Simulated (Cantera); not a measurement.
What does this Cantera script print?

```python
import numpy as np
import cantera as ct

gas_names = """
    O2 H2 CL2 OH
""".split()
cond_names = """
    CsCL(a) CsCL(b) CsCL(L) CsOH(a) CsOH(b) CsOH(c) CsOH(L) Cs(cr) Cs(L)
""".split()


# ... load() reads the species with a 1 bar reference pressure and builds the phases ...
species = {s.name: s for s in load("nasa_gas.yaml", gas_names) + load("nasa_condensed.yaml", cond_names)}
# Each term lists the table entries of one substance; the one whose range holds T is used.
reactions = {
    'O2(g) + 2 CsCl + H2(g) = Cl2(g) + 2 CsOH':
        [(-1, ['O2']), (-2, ['CsCL(a)', 'CsCL(b)', 'CsCL(L)']), (-1, ['H2']), (1, ['CL2']), (2, ['CsOH(a)', 'CsOH(b)', 'CsOH(c)', 'CsOH(L)'])],
    'Cs + OH(g) = CsOH':
        [(-1, ['Cs(cr)', 'Cs(L)']), (-1, ['OH']), (1, ['CsOH(a)', 'CsOH(b)', 'CsOH(c)', 'CsOH(L)'])],
}


def pick(names, T):
    return next(species[n] for n in names if species[n].thermo.min_temp <= T <= species[n].thermo.max_temp)


results = []
for label, terms in reactions.items():
    print(label)
    print("     T/K   dH/kJ  dS/(J/K)   dG/kJ   log10 K")
    for T in [650, 750, 850, 950, 1050, 1150, 1250]:
        used = [(nu, pick(names, T)) for nu, names in terms]
        dH = sum(nu * s.thermo.h(T) for nu, s in used) / 1e6
        dS = sum(nu * s.thermo.s(T) for nu, s in used) / 1e3
        dG = dH - T * dS / 1e3
        logK = -dG * 1e6 / (ct.gas_constant * T * np.log(10))
        results.append((label, T, dH, dS, dG, logK, [s.name for _, s in used]))
        print(f"{T:8g} {dH:8.1f} {dS:8.1f} {dG:8.1f} {logK:8.2f}")
```

Result:

```
O2(g) + 2 CsCl + H2(g) = Cl2(g) + 2 CsOH
     T/K   dH/kJ  dS/(J/K)   dG/kJ   log10 K
     650     83.0    -56.9    119.9    -9.64
     750     76.9    -64.9    125.6    -8.75
     850     77.9    -63.7    132.0    -8.11
     950     46.0    -98.3    139.4    -7.67
    1050     44.1   -100.3    149.4    -7.43
    1150     42.1   -102.1    159.5    -7.24
    1250     40.0   -103.8    169.8    -7.09
Cs + OH(g) = CsOH
     T/K   dH/kJ  dS/(J/K)   dG/kJ   log10 K
     650   -440.1   -141.4   -348.2    27.98
     750   -437.8   -138.2   -334.2    23.28
     850   -435.6   -135.3   -320.6    19.70
     950   -433.4   -132.9   -307.1    16.89
    1050   -431.3   -130.8   -294.0    14.62
    1150   -429.4   -129.0   -281.0    12.76
    1250   -427.6   -127.6   -268.1    11.21
```

Source: NASA polynomial tables (part measured, part estimated), evaluated in Cantera. Condensed species are held in their standard states even where they would react or evaporate.
